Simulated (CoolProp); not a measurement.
Vapour-liquid equilibrium of R113 (1) + benzene (2) at 145.25 °C; x and y are mole fractions of (1).

Values from CoolProp's multi-fluid Helmholtz-energy mixture model, Marx 1992 and Thol 2012; pair parameters Bell 2016.

| x | bubble pressure, mixture model (MPa) | bubble pressure, Raoult's law (MPa) | y, mixture model | y, Raoult's law |
|---|---|---|---|---|
| 0.05 | 0.5810 | 0.5576 | 0.125 | 0.100 |
| 0.125 | 0.6504 | 0.6019 | 0.263 | 0.232 |
| 0.2 | 0.7103 | 0.6462 | 0.367 | 0.346 |
| 0.275 | 0.7631 | 0.6905 | 0.450 | 0.446 |
| 0.35 | 0.8105 | 0.7348 | 0.521 | 0.533 |
| 0.425 | 0.8538 | 0.7791 | 0.584 | 0.610 |
| 0.5 | 0.8941 | 0.8234 | 0.642 | 0.679 |
| 0.575 | 0.9320 | 0.8677 | 0.697 | 0.741 |
| 0.65 | 0.9681 | 0.9120 | 0.750 | 0.797 |
| 0.725 | 1.003 | 0.9563 | 0.802 | 0.848 |
| 0.8 | 1.036 | 1.001 | 0.855 | 0.894 |
| 0.875 | 1.068 | 1.045 | 0.909 | 0.937 |
| 0.95 | 1.099 | 1.089 | 0.963 | 0.976 |

The largest gap from Raoult's law is +10.5 % in bubble pressure, at x = 0.275. No azeotrope shows between x = 0.05 and 0.95.

The pair parameters rest on a limited set of measurements; away from them the model extrapolates.
